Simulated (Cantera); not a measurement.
## Low-pressure radical oxidation in H2/O2

A perfectly stirred reactor is fed with 1.94 % H₂, 84.5 % O₂, 13.5 % N₂, equivalence ratio 0.011, at 1330 Pa; it is held at 1325 K, and followed from long to short residence time.

Computed with Cantera and GRI-Mech 3.0 (53 species, 325 reactions). Radical loss at walls, strong at low pressure, is not modelled.

| τ (s) | x H₂ | x O₂ | x NO | x N₂O | x H₂O₂ | x H |
|---|---|---|---|---|---|---|
| 8.2 | 1.91e-5 | 0.843 | 6.59e-8 | 4.91e-9 | 1.07e-8 | 2.34e-5 |
| 2.1 | 4.30e-5 | 0.841 | 4.85e-8 | 4.41e-9 | 1.57e-8 | 8.34e-5 |
| 0.52 | 9.43e-5 | 0.838 | 4.33e-8 | 3.80e-9 | 2.09e-8 | 0.000268 |
| 0.13 | 0.000194 | 0.834 | 3.60e-8 | 3.15e-9 | 2.53e-8 | 0.000655 |
| 0.033 | 0.000414 | 0.831 | 1.91e-8 | 2.36e-9 | 2.98e-8 | 0.00111 |
| 0.0082 | 0.00110 | 0.830 | 6.45e-9 | 1.28e-9 | 3.91e-8 | 0.00150 |
| 0.0020 | 0.00343 | 0.831 | 1.48e-9 | 3.91e-10 | 5.63e-8 | 0.00174 |
x: mole fraction; the columns are a selection and need not sum to one.
